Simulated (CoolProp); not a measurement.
Hexamethyldisiloxane (MM) at 465.97 K and 19 MPa is throttled through a valve to 6.52 MPa with no heat exchange. Each further row changes one setting.

Model: reference Helmholtz-energy equation of state, Thol 2016, in CoolProp.

```json
[
 {"case": "as stated", "temperature change (K)": "+1.8", "final density (kg/m³)": "584"},
 {"case": "outlet pressure 1.96 MPa", "temperature change (K)": "+1.0", "final density (kg/m³)": "550"},
 {"case": "outlet pressure 8.48 MPa", "temperature change (K)": "+1.8", "final density (kg/m³)": "595"}
]
```
